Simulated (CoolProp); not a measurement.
Values from CoolProp's reference Helmholtz-energy equation of state, de Reuck 1993.

Q: For methanol, give the phase and the cv (kJ/(kg K)), Joule-Thomson coefficient (K/MPa), viscosity (µPa s) at 201.25 °C and 13.4 MPa; 244.15 °C and 0.0161 MPa; 304.25 °C and 0.285 MPa.

A: 
- 201.25 °C and 13.4 MPa: liquid; cv 3.13, Joule-Thomson coefficient 0.199, viscosity 99.8
- 244.15 °C and 0.0161 MPa: gas; cv 1.65, Joule-Thomson coefficient 10.7, viscosity 17.0
- 304.25 °C and 0.285 MPa: gas; cv 1.81, Joule-Thomson coefficient 5.66, viscosity 19.0

Viscosity comes from a separate model (Xiang 2006).
